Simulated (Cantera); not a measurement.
Input: 1 mol PbO, 4.1 mol CO, 16 mol H2, at 1.33 mbar.

Method: chemical equilibrium by Gibbs-energy minimisation in Cantera with the NASA 1993 tables (ideal gas, pure condensed phases). Candidate condensed phases: C, C6H6, C7H8, C8H18, H2O, Pb, PbO, PbO2, Pb3O4; 113 gas species. Equilibrium is a limit: real reactors are often held back by kinetics, nucleation or transport.

**Question.** Which condensed phases are stable at each of these points (T (K)): 975, 1025, 1075, 1125, 1175, 1225, 1275, 1325?

**Answer.** 
```tsv
T (K)	condensed phases	Pb condensed (%)
975	Pb(l)	86.1
1025	Pb(l)	57.2
1075	gas only	0.0
1125	gas only	0.0
1175	gas only	0.0
1225	gas only	0.0
1275	gas only	0.0
1325	gas only	0.0
```

From 975 K to 1025 K the condensed part is Pb(l). From 1075 K to 1325 K nothing is condensed.
